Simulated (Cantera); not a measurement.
A Cantera script and its output.

```python
import numpy as np
import cantera as ct

gas = ct.Solution("gri30.yaml")


def delay(T, t_max=10):
    gas.TPX = T, 420000, {'CH4': 1.4, 'CO': 0.79, 'O2': 1.84, 'N2': 6.93}
    reactor = ct.IdealGasReactor(gas, clone=False)
    net = ct.ReactorNet([reactor])
    net.rtol, net.atol = 1e-8, 1e-16
    while net.time < t_max:
        t_old, T_old = net.time, reactor.T
        net.step()
        if reactor.T > T + 400:  # ignition: a rise of 400 K
            return t_old + (T + 400 - T_old) / (reactor.T - T_old) * (net.time - t_old)
    return np.nan


taus = []
for T in [1225, 1275, 1325, 1375, 1425, 1475, 1525, 1575, 1625]:
    taus.append(delay(T))
    print(f"T0 = {T:6g} K   tau = {taus[-1]:.4e} s")
```

Output:

```
T0 =   1225 K   tau = 1.7515e-02 s
T0 =   1275 K   tau = 8.6455e-03 s
T0 =   1325 K   tau = 4.4234e-03 s
T0 =   1375 K   tau = 2.3367e-03 s
T0 =   1425 K   tau = 1.2715e-03 s
T0 =   1475 K   tau = 7.1212e-04 s
T0 =   1525 K   tau = 4.1064e-04 s
T0 =   1575 K   tau = 2.4409e-04 s
T0 =   1625 K   tau = 1.4976e-04 s
```

Cantera simulation using GRI-Mech 3.0 (53 species, 325 reactions); the numbers are that mechanism's predictions, not measurements.
